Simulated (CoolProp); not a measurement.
Saturation properties of c-C4F8 (RC318) (Tc = 388.4 K, pc = 2778 kPa, ω = 0.355).

Computed with CoolProp (reference Helmholtz-energy equation of state, Platzer 1990). This equation is an older, rougher fit; its heat capacities, sound speeds and derivatives of the liquid may be far off and weren't checked against measurements.

| T (K) | p (kPa) | enthalpy of vaporisation (kJ/kg) | vapour Z | surface tension (mN/m) | liquid conductivity (mW/(m K)) |
|---|---|---|---|---|---|
| 254.8 | 58.91 | 121.2 | 0.9709 | 13.4 | 75.2 |
| 266 | 96.49 | 117.2 | 0.9578 | 12.0 | 72.9 |
| 277.2 | 150.7 | 113.0 | 0.9412 | 10.6 | 70.4 |
| 288.4 | 226.0 | 108.5 | 0.9207 | 9.30 | 67.7 |
| 299.6 | 327.2 | 103.6 | 0.8959 | 8.01 | 64.8 |
| 310.8 | 459.5 | 98.28 | 0.8664 | 6.77 | 61.8 |
| 322 | 628.5 | 92.46 | 0.8317 | 5.57 | 58.7 |
| 333.1 | 838.0 | 86.02 | 0.7914 | 4.43 | 55.5 |

It boils at 267.2 K under 1 atm.

Thermal conductivity comes from a separate model (Huber 2003), an estimate that may be off by 10 % or more. Surface tension comes from a separate correlation (Mulero 2012).
